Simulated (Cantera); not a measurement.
Feed: 1 mol V₂O₅, 1400 mol H₂, equilibrated at 1127 °C and 22000 Pa.

These are equilibrium values from Cantera (NASA tables, ideal gas, pure condensed phases), not measurements of a reactor. Candidate condensed phases: H₂O, V, VO, V₂O₃, V₂O₄, V₂O₅; 12 gas species. Mutual solubility and eutectic melting of coexisting phases are not modelled. VO: taken at fixed stoichiometry. Condensed phases not in the tables: the oxides between V₂O₃ and V₂O₅ other than VO₂. Equilibrium is a limit: real reactors are often held back by kinetics, nucleation or transport.

Base state: H₂ 0.998, H₂O 0.00201, H 1.04e-5 (mole fractions); condensed: VO(s) + V₂O₃(s).

What changes in the equilibrium state with this change: temperature from 1127 °C to 1400 °C?


```json
[
 {"species": "H₂", "before": "0.998", "after": "0.998"},
 {"species": "H₂O", "before": "0.00201", "after": "0.00214"},
 {"species": "H", "before": "1.04e-5", "after": "0.000243"},
 {"species": "VO(s), mol", "before": "1.62", "after": "2.00"},
 {"species": "V₂O₃(s), mol", "before": "0.190", "after": "0"}
]
```
